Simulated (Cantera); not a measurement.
Cantera run:

```python
import numpy as np
import cantera as ct

gas_names = """
    C CO COS CO2 CS CS2 C2 C2O C3 C3O2 C4 C5 Mg MgO MgS Mg2 O O2 O3 S SO SO2 SO3 S2 S2O S8
""".split()
cond_names = """
    C(gr) Mg(cr) Mg(L) MgCO3(s) MgO(s) MgO(L) MgS(s) MgSO4(s) MgSO4(L) S(cr1) S(cr2) S(L)
""".split()


# ... load() reads the species with a 1 bar reference pressure and builds the phases ...
atoms = {
    'MgO': {'Mg': 1, 'O': 1},
    'SO2': {'S': 1, 'O': 2},
    'CO2': {'C': 1, 'O': 2},
}
top_T = {'C(gr)': 4500, 'MgS(s)': 2250}  # K; cautious upper limits of use, not melting points


# ... equilibrate(T, P, feed) seeds the gas with the atoms and calls Mixture.equilibrate('TP', solver="vcs", rtol=1e-11, max_steps=5000) ...
results = []
feed = {'MgO': 1, 'SO2': 4.4, 'CO2': 0.039}  # mol
P = 100000  # Pa
for T in [748, 848, 948, 1048, 1148, 1248, 1348, 1448]:
    mix = equilibrate(T, P, feed)
    results.append((T, P, feed, dict(zip(mix.species_names, mix.species_moles))))

top = {s: max(r[3][s] / sum(r[3][g] for g in gas_names) for r in results) for s in gas_names}
cols = sorted((s for s in top if top[s] > 0.0001), key=lambda s: -top[s])[:7]
seen = [c for c in cond_names if any(r[3].get(c, 0) > 1e-12 for r in results)]
print("log10 of partial pressures in bar; condensed amounts in mol")
print(f"{'T/K':>10s}" + "".join(f"{s[:9]:>10s}" for s in cols + seen))
for T, P, feed, n in results:
    ng = sum(n[g] for g in gas_names)
    print(f"{T:10.4g}" + "".join(f"{np.log10(max(n[s] / ng * P / 1e5, 1e-99)):10.3f}" for s in cols)
          + "".join(f"{n.get(c, 0):10.4g}" for c in seen))
```

It prints:

```
log10 of partial pressures in bar; condensed amounts in mol
       T/K       SO2        S2       CO2        S8       S2O    MgO(s)  MgSO4(s)
       748    -0.027    -1.517    -1.897    -1.928    -2.316         0         1
       848    -0.042    -1.145    -1.912    -3.716    -2.078         0         1
       948    -0.004    -5.735    -2.056   -24.638    -5.527    0.9999 7.501e-05
      1048    -0.004    -6.943    -2.056   -31.524    -6.453         1         0
      1148    -0.004    -6.997    -2.056   -33.422    -6.510         1         0
      1248    -0.004    -7.164    -2.056   -35.496    -6.649         1         0
      1348    -0.004    -7.344    -2.057   -37.401    -6.796         1         0
      1448    -0.004    -7.468    -2.057   -38.915    -6.900         1         0
```

Method: chemical equilibrium by Gibbs-energy minimisation in Cantera with the NASA 1993 tables (ideal gas, pure condensed phases). Gases not in the tables: S3 to S7.
